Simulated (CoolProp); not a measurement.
Computed with CoolProp (reference Helmholtz-energy equation of state, Schroeder 2014).

**Question.** For ethanol, give the phase and the density (kg/m³), expansivity (1/kK) at 217.8 K and 29500 kPa; 242.8 K and 29500 kPa.

**Answer.** 
- 217.8 K and 29500 kPa: liquid; density 870, expansivity 0.921
- 242.8 K and 29500 kPa: liquid; density 850, expansivity 0.904
